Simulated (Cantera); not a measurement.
## Thermodynamics of thermal oxidation and active oxidation of silicon, feed Si + N2O + N2

Feed: 1 mol Si, 0.067 mol N2O, 3.8 mol N2, equilibrated at 1.00 bar.

Cantera equilibrium calculation (NASA polynomials, part measured and part estimated; ideal gas, pure solids and liquids). Candidate condensed phases: Si, SiO2, Si2N2O, Si3N4; 16 gas species. Mutual solubility and eutectic melting of coexisting phases are not modelled. The tables' values for SiN are old estimates; treat these amounts as uncertain. Kinetics and transport are ignored.

```csv
T (°C),x N2,x SiO,x Si,x Si2N,n Si2N2O(s),n Si3N4(s),n Si(l)
1075,1.00,1.67e-10,<1e-12,<1e-12,0.0670,0.289,0
1175,1.00,5.93e-9,1.89e-12,<1e-12,0.0670,0.289,0
1275,1.00,1.31e-7,7.66e-11,<1e-12,0.0670,0.289,0
1375,1.000,1.98e-6,1.97e-9,1.91e-11,0.0670,0.289,0
1475,1.000,2.17e-5,3.46e-8,7.30e-10,0.0669,0.289,0
1575,1.000,0.000182,4.45e-7,1.86e-8,0.0664,0.289,0
1675,0.999,0.00122,4.37e-6,3.35e-7,0.0631,0.290,0
1775,0.993,0.00676,3.43e-5,4.54e-6,0.0450,0.296,0
1875,0.983,0.0170,0.000220,4.71e-5,0,0,0.932
```
x: gas mole fraction; n: condensed amount in mol.

From 1075 °C to 1775 °C the condensed part is Si2N2O(s) + Si3N4(s). At 1875 °C the condensed part is Si(l).
